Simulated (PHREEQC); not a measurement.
Make-up at 25 °C: 0.083 mol Na2SeO4, 0.0067 mol HCl and 0.00054 mol FeCl3 per kg of water. Closed to the air; pH follows from the charge balance.

Computed with PHREEQC (ion-association model, wateq4f.dat).

### Question
The ionic strength comes out as 0.251 mol/kgw. What activity coefficients do FeOH+2, SeO4-2, HSeO4-, H+, Cl- get?

### Answer
FeOH+2 0.27, SeO4-2 0.30, HSeO4- 0.74, H+ 0.79, Cl- 0.70.

This is a speciation only: nothing precipitates in the calculation. The solution is supersaturated, for example in Hematite (slow to form), Goethite (slow to form), so a real one may precipitate; this is no full list.
